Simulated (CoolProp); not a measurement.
Model: reference Helmholtz-energy equation of state, Penoncello 2003, in CoolProp.

Problem. For CHF3 (R23), give the phase and the cp (kJ/(kg K)), isothermal compressibility (1/MPa), expansivity (1/kK), viscosity (µPa s) at 141.65 °C and 10.1 MPa; 141.65 °C and 18.1 MPa; 141.65 °C and 22.1 MPa.

Solution. 
- 141.65 °C and 10.1 MPa: supercritical; cp 1.23, isothermal compressibility 0.118, expansivity 5.41, viscosity 25.3
- 141.65 °C and 18.1 MPa: supercritical; cp 1.44, isothermal compressibility 0.0534, expansivity 6.08, viscosity 37.1
- 141.65 °C and 22.1 MPa: supercritical; cp 1.44, isothermal compressibility 0.0362, expansivity 5.48, viscosity 44.1

Viscosity comes from a separate model (Shan 2000).
